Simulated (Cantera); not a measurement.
Mixture: 30.0 % H2, 10.2 % O2, 57.0 % N2, 2.80 % H2O, at 9.87 atm, adiabatic and at constant volume. Ignition delay is the time to a rise of 400 K.

Cantera simulation using the H2/O2 subset of GRI-Mech 3.0, which has no nitrogen chemistry; the numbers are that mechanism's predictions, not measurements. The hydrogen kinetics of GRI-Mech 3.0 are dated; newer H2 mechanisms differ, most at raised pressure.

**Question.** At T0 = 1500 K, what is the delay, and which 6 reactions control it most (d ln τ / d ln k, from doubling and halving each rate constant)?

**Answer.** The delay is 1.96 µs.
| reaction | d ln τ / d ln k | faster rate |
|---|---|---|
| H + O2 <=> O + OH | -0.90 | shortens it |
| H2 + O <=> H + OH | -0.13 | shortens it |
| H + O2 + N2 <=> HO2 + N2 | 0.09 | lengthens it |
| H2 + OH <=> H + H2O | -0.08 | shortens it |
| H + O2 + M <=> HO2 + M | 0.08 | lengthens it |
| H + HO2 <=> H2 + O2 | -0.06 | shortens it |
